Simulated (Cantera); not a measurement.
Mixture: H2 : O2 : N2 = 1 : 0.962 : 3.62 (molar parts), equivalence ratio 0.52, at 30.0 bar, adiabatic and at constant pressure. Ignition delay is the time to a rise of 400 K.

Detailed kinetics in Cantera: GRI-Mech 3.0 (53 species, 325 reactions). The hydrogen kinetics of GRI-Mech 3.0 are dated; newer H2 mechanisms differ, most at raised pressure. The pressure lies above the range GRI-Mech 3.0 was tuned for (to about 10 atm). Where the delays flatten at high temperature, the 400 K rule measures the pace of heat release, not the induction time.

Problem. Predict: delay at 1298 K; delay at 1448 K; delay at 1598 K; delay at 1748 K; apparent activation energy between 1673 and 1823 K.

Solution. 
| Quantity | Value |
|---|---|
| delay at 1298 K | 26.8 µs |
| delay at 1448 K | 1.42 µs |
| delay at 1598 K | 0.475 µs |
| delay at 1748 K | 0.281 µs |
| apparent activation energy between 1673 and 1823 K | 70 kJ/mol |
